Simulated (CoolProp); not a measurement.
Vapour pressure (MPa) of n-perfluorohexane: the reference equation beside estimates from Tc = 448.0 K, pc = 1.742 MPa, ω = 0.497. Clausius-Clapeyron is anchored at 315.1 K with a constant enthalpy of vaporisation of 29.97 kJ/mol.

The numbers come from the reference Helmholtz-energy equation of state, Gao 2022 in CoolProp.

| T (K) | reference | Clausius-Clapeyron | van der Waals | Redlich-Kwong | Soave-Redlich-Kwong |
|---|---|---|---|---|---|
| 285.7 | 0.01654 | 0.01810 | 0.2132 | 0.06580 | (withheld) |
| 290.6 | 0.02090 | 0.02239 | 0.2340 | 0.07733 | 0.02084 |
| 295.5 | 0.02616 | 0.02751 | 0.2560 | 0.09029 | 0.02608 |
| 300.4 | 0.03243 | 0.03357 | 0.2793 | 0.1048 | 0.03234 |
| 305.3 | 0.03985 | 0.04070 | 0.3040 | 0.1209 | 0.03977 |
| 310.2 | 0.04858 | 0.04904 | 0.3302 | 0.1388 | 0.04851 |
| 315.1 | 0.05876 | 0.05876 | 0.3577 | 0.1585 | 0.05873 |
| 320 | 0.07056 | 0.07001 | 0.3867 | 0.1802 | (withheld) |
| 324.9 | 0.08415 | 0.08297 | 0.4172 | 0.2039 | 0.08430 |
| 329.8 | 0.09971 | 0.09785 | (withheld) | 0.2297 | 0.1000 |
| 334.7 | 0.1174 | 0.1148 | 0.4828 | 0.2578 | 0.1180 |
| 339.6 | 0.1375 | 0.1341 | 0.5179 | 0.2882 | 0.1383 |
| 344.5 | 0.1601 | 0.1560 | 0.5546 | 0.3211 | 0.1614 |
| 349.4 | 0.1855 | (withheld) | 0.5929 | 0.3564 | 0.1873 |

Q: Some entries are withheld; supply them.

A: 
- 285.7, Soave-Redlich-Kwong: 0.01650
- 320, Soave-Redlich-Kwong: 0.07060
- 329.8, van der Waals: 0.4492
- 349.4, Clausius-Clapeyron: 0.1807

Absolute difference from the reference over all 14 rows, mean and median: Clausius-Clapeyron 3.0 and 2.3 %, van der Waals 560.6 and 478.4 %, Redlich-Kwong 174.6 and 162.6 %, Soave-Redlich-Kwong 0.4 and 0.3 %.
